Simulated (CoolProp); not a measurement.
Vapour-liquid equilibrium of R245fa (1) + isopentane (2) at 67.85 °C; x and y are mole fractions of (1).

Values from CoolProp's multi-fluid Helmholtz-energy mixture model, Akasaka 2015 and Lemmon 2006; pair parameters Bell 2016.

Task: Give the bubble pressure and the first vapour's composition at x = 0.125, 0.575, 0.65. Is there an azeotrope?

Result: x = 0.125: 484.5 kPa, y = 0.354; x = 0.575: 674.4 kPa, y = 0.662; x = 0.65: 679.9 kPa, y = 0.686. y crosses x between x = 0.65 and 0.725: the model has an azeotrope there.

The pair parameters rest on a limited set of measurements; away from them the model extrapolates.
